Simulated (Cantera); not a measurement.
What does this Cantera script print?

```python
import numpy as np
import cantera as ct

gas_names = """
    C CO CO2 C2 C2O C3 C3O2 C4 C5 Cu CuO Cu2 O O2 O3
""".split()
cond_names = """
    C(gr) Cu(cr) Cu(L) CuO(s) Cu2O(s) Cu2O(L)
""".split()


def load(file, names, dense=False):
    # The tables refer to 1 bar. Condensed volumes are neglected.
    table = {s.name: s for s in ct.Species.list_from_file(file)}
    out = []
    for n in names:
        d = dict(table[n].input_data)
        d["thermo"] = dict(d["thermo"], **{"reference-pressure": 1e5})
        if dense:
            d["equation-of-state"] = {"model": "constant-volume", "density": "1e6 g/cm^3"}
        out.append(ct.Species.from_dict(d))
    return out


gas = ct.Solution(thermo="ideal-gas", species=load("nasa_gas.yaml", gas_names))
cond = {s.name: ct.Solution(thermo="fixed-stoichiometry", species=[s], name=s.name)
        for s in load("nasa_condensed.yaml", cond_names, dense=True)}
atoms = {
    'Cu2O': {'Cu': 2, 'O': 1},
    'C': {'C': 1},
    'CO': {'C': 1, 'O': 1},
}
top_T = {'C(gr)': 4500, 'CuO(s)': 1390}  # K; cautious upper limits of use, not melting points


def equilibrate(T, P, feed):
    n = {}
    for name, mol in feed.items():
        for a, k in atoms[name].items():
            n[a] = n.get(a, 0.0) + k * mol
    gas.TPX = T, P, n
    mass = sum(n.values()) * gas.mean_molecular_weight
    gas.equilibrate("TP")
    valid = [c for c in cond.values() if c.min_temp <= T <= top_T.get(c.name, c.max_temp)]
    mix = ct.Mixture([(gas, mass / gas.mean_molecular_weight)] + [(c, 0.0) for c in valid])
    mix.T, mix.P = T, P
    mix.equilibrate("TP", solver="vcs", rtol=1e-11, max_steps=5000)
    return mix


results = []
feed = {'Cu2O': 1, 'C': 0.36, 'CO': 0.048}  # mol
T = 1775  # K
for P in [10, 36, 130, 460, 1700, 6000, 22000, 77000, 280000, 1000000]:
    mix = equilibrate(T, P, feed)
    results.append((T, P, feed, dict(zip(mix.species_names, mix.species_moles))))
    x = sorted(zip(gas.X, gas.species_names), reverse=True)
    print(f"T = {T:g} K  P = {P:g} Pa  gas = {mix.phase_moles(0):.4g} mol")
    print("   x: " + "  ".join(f"{s} {v:.3e}" for v, s in x if v > 1e-06))
    print("   condensed (mol): " + ("  ".join(f"{mix.phase(i).name} {mix.phase_moles(i):.4g}"
          for i in range(1, mix.n_phases) if mix.phase_moles(i) > 1e-12) or "none"))
```

Output:

```
T = 1775 K  P = 10 Pa  gas = 2.539 mol
   x: Cu 7.869e-01  CO2 1.500e-01  O2 4.981e-02  CO 1.064e-02  O 2.137e-03  Cu2 2.634e-04  CuO 2.395e-04
   condensed (mol): none
T = 1775 K  P = 36 Pa  gas = 2.53 mol
   x: Cu 7.882e-01  CO2 1.554e-01  O2 4.803e-02  CO 5.912e-03  O 1.106e-03  Cu2 9.514e-04  CuO 4.470e-04
   condensed (mol): none
T = 1775 K  P = 130 Pa  gas = 0.7649 mol
   x: CO2 5.275e-01  Cu 3.107e-01  O2 1.538e-01  CO 5.904e-03  O 1.041e-03  CuO 5.990e-04  Cu2 5.337e-04
   condensed (mol): Cu(L) 1.761
T = 1775 K  P = 460 Pa  gas = 0.576 mol
   x: CO2 7.047e-01  O2 2.027e-01  Cu 8.780e-02  CO 3.652e-03  O 6.355e-04  CuO 3.656e-04  Cu2 1.508e-04
   condensed (mol): Cu(L) 1.949
T = 1775 K  P = 1700 Pa  gas = 0.4887 mol
   x: CO2 8.323e-01  O2 1.408e-01  Cu 2.376e-02  CO 2.692e-03  O 2.755e-04  CuO 1.585e-04  Cu2 4.081e-05
   condensed (mol): Cu(L) 1.797  Cu2O(L) 0.09548
T = 1775 K  P = 6000 Pa  gas = 0.428 mol
   x: CO2 9.502e-01  O2 3.990e-02  Cu 6.731e-03  CO 3.073e-03  O 7.807e-05  CuO 4.491e-05  Cu2 1.156e-05
   condensed (mol): Cu(L) 1.599  Cu2O(L) 0.1991
T = 1775 K  P = 22000 Pa  gas = 0.4133 mol
   x: CO2 9.841e-01  O2 1.088e-02  CO 3.183e-03  Cu 1.836e-03  O 2.129e-05  CuO 1.225e-05  Cu2 3.154e-06
   condensed (mol): Cu(L) 1.551  Cu2O(L) 0.2243
T = 1775 K  P = 77000 Pa  gas = 0.4095 mol
   x: CO2 9.931e-01  CO 3.212e-03  O2 3.109e-03  Cu 5.245e-04  O 6.083e-06  CuO 3.500e-06
   condensed (mol): Cu(L) 1.538  Cu2O(L) 0.2308
T = 1775 K  P = 280000 Pa  gas = 0.4084 mol
   x: CO2 9.958e-01  CO 3.221e-03  O2 8.550e-04  Cu 1.442e-04  O 1.673e-06
   condensed (mol): Cu(L) 1.535  Cu2O(L) 0.2326
T = 1775 K  P = 1e+06 Pa  gas = 0.4081 mol
   x: CO2 9.965e-01  CO 3.223e-03  O2 2.394e-04  Cu 4.039e-05
   condensed (mol): Cu(L) 1.534  Cu2O(L) 0.2331
```

Cantera equilibrium calculation (NASA polynomials, part measured and part estimated; ideal gas, pure solids and liquids). Each liquid is taken as pure. Mutual solubility and eutectic melting of coexisting phases are not modelled.
